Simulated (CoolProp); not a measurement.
Vapour-liquid equilibrium of n-heptane (1) + o-xylene (2) at 494 K; x and y are mole fractions of (1).

Values from CoolProp's multi-fluid Helmholtz-energy mixture model, Span 2003 and Zhou 2012; pair parameters Bell 2016.

| x | bubble pressure, mixture model (kPa) | bubble pressure, Raoult's law (kPa) | y, mixture model | y, Raoult's law |
|---|---|---|---|---|
| 0.05 | 590.1 | 580.1 | 0.120 | 0.119 |
| 0.2 | 733.8 | 706.9 | 0.371 | 0.391 |
| 0.35 | 863.4 | 833.6 | 0.538 | 0.581 |
| 0.5 | 984.6 | 960.3 | 0.666 | 0.720 |
| 0.65 | 1102 | 1087 | 0.774 | 0.827 |
| 0.8 | 1220 | 1214 | 0.872 | 0.911 |
| 0.95 | 1341 | 1340 | 0.968 | 0.980 |

The largest gap from Raoult's law is +3.8 % in bubble pressure, at x = 0.2. No azeotrope shows between x = 0.05 and 0.95.

Pair parameters are fitted to limited data, so mixtures are less certain than the pure fluids.
